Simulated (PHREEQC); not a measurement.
3.2 g of hydrous ferric oxide (600 m²/g; 0.2 weak and 0.005 strong sites per Fe, Dzombak-Morel constants, diffuse double layer) in 1 kg of water with 0.001 mol/kgw of an inert sodium salt and 1.2 mmol/kgw BaCl2, at 25 °C; the pH is set by adding NaOH or the inert anion's acid. Oxygen alone is held at its pressure in air (log pO2 = -0.68). The system is closed to CO2. No solid was allowed to form.

The numbers come from PHREEQC with the ion-association model, wateq4f.dat.

```csv
pH,Ba sorbed (%),surface charge σ (C/m²),surface potential ψ (mV)
3,0.0,0.316,208
3.5,0.0,0.259,…
4,0.0,…,191
5,0.0,0.093,157
5.5,…,…,137
6,0.4,0.037,…
6.5,2.3,…,89
7,8.1,0.013,65
8,…,0.002,12
8.5,25.6,-0.002,-15
9,57.2,-0.006,-37
```

Q: Complete the blanks.

A: 
- 3.5, surface potential ψ (mV): 202
- 4, surface charge σ (C/m²): 0.195
- 5.5, Ba sorbed (%): 0.1
- 5.5, surface charge σ (C/m²): 0.060
- 6, surface potential ψ (mV): 114
- 6.5, surface charge σ (C/m²): 0.022
- 8, Ba sorbed (%): 16.1

The oxide is taken as insoluble; below pH 4 it would dissolve.
